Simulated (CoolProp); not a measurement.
Saturated liquid density (kg/m³) of n-butane: the reference equation beside estimates from Tc = 152.0 °C, pc = 3796 kPa, ω = 0.201. Rackett uses Z = 0.29056 − 0.08775 ω.

The numbers come from the reference Helmholtz-energy equation of state, Bücker 2006 in CoolProp.

| T (°C) | reference | Rackett | Redlich-Kwong | Soave-Redlich-Kwong | Peng-Robinson |
|---|---|---|---|---|---|
| -17.35 | 619.0 | 620.5 | 565.6 | 578.0 | 652.6 |
| -8.55 | 609.8 | 611.2 | 556.0 | 569.2 | 643.1 |
| 0.25 | 600.5 | 601.7 | 546.1 | 560.0 | 633.1 |
| 9.05 | 590.9 | 591.9 | 535.7 | 550.3 | 622.5 |
| 17.85 | 581.0 | 581.9 | 524.9 | 540.1 | 611.4 |
| 26.65 | 570.9 | 571.5 | 513.6 | 529.4 | 599.6 |
| 35.45 | 560.5 | 560.9 | 501.8 | 518.1 | 587.1 |
| 44.25 | 549.6 | 549.8 | 489.5 | 506.1 | 573.9 |
| 53.05 | 538.4 | 538.3 | 476.5 | 493.5 | 559.7 |
| 61.85 | 526.6 | 526.4 | 462.8 | 480.0 | 544.6 |
| 70.65 | 514.3 | 513.8 | 448.4 | 465.6 | 528.4 |
| 79.45 | 501.2 | 500.6 | 433.1 | 450.2 | 511.0 |
| 88.25 | 487.4 | 486.6 | 416.8 | 433.7 | 492.0 |

Absolute difference from the reference over all 13 rows, mean and median: Rackett 0.1 and 0.1 %, Redlich-Kwong 10.9 and 10.5 %, Soave-Redlich-Kwong 8.0 and 7.6 %, Peng-Robinson 4.2 and 4.7 %.
